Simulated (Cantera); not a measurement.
A freely propagating, adiabatic, planar premixed flame of CH₄ : O₂ : N₂ = 1 : 2 : 5.6 (molar parts), unburnt at 600 K and 1.20 bar; mixture-averaged transport, grid criteria slope 0.08 and curve 0.16, no radiation.

Cantera simulation using GRI-Mech 3.0 (53 species, 325 reactions); the numbers are that mechanism's predictions, not measurements. Burning velocities carry a grid error of a few per cent, more on coarse grids.

### Question
How do the results move with these cheaper or finer settings: unity-Lewis-number transport; multicomponent transport; multicomponent+Soret transport; grid criteria slope 0.5, curve 1; grid criteria slope 0.25, curve 0.5; grid criteria slope 0.03, curve 0.06?

### Answer
```json
[
 {"setting": "as above", "laminar burning velocity": "184 cm/s", "thermal thickness": "0.213 mm", "peak x(C₂H₂)": "0.000261", "peak x(CH₃)": "0.00490", "grid points": "153"},
 {"setting": "unity-Lewis-number transport", "laminar burning velocity": "133 cm/s", "thermal thickness": "0.239 mm", "peak x(C₂H₂)": "0.000180", "peak x(CH₃)": "0.00385", "grid points": "143"},
 {"setting": "multicomponent transport", "laminar burning velocity": "184 cm/s", "thermal thickness": "0.216 mm", "peak x(C₂H₂)": "0.000268", "peak x(CH₃)": "0.00494", "grid points": "153"},
 {"setting": "multicomponent+Soret transport", "laminar burning velocity": "182 cm/s", "thermal thickness": "0.216 mm", "peak x(C₂H₂)": "0.000250", "peak x(CH₃)": "0.00480", "grid points": "153"},
 {"setting": "grid criteria slope 0.5, curve 1", "laminar burning velocity": "202 cm/s", "thermal thickness": "0.234 mm", "peak x(C₂H₂)": "0.000258", "peak x(CH₃)": "0.00482", "grid points": "41"},
 {"setting": "grid criteria slope 0.25, curve 0.5", "laminar burning velocity": "190 cm/s", "thermal thickness": "0.221 mm", "peak x(C₂H₂)": "0.000258", "peak x(CH₃)": "0.00485", "grid points": "65"},
 {"setting": "grid criteria slope 0.03, curve 0.06", "laminar burning velocity": "182 cm/s", "thermal thickness": "0.210 mm", "peak x(C₂H₂)": "0.000262", "peak x(CH₃)": "0.00490", "grid points": "394"}
]
```
The base run took roughly 11 core-seconds.
Unity Lewis numbers drop preferential diffusion, which matters most where H2 and H carry the flame; Soret adds thermal diffusion.
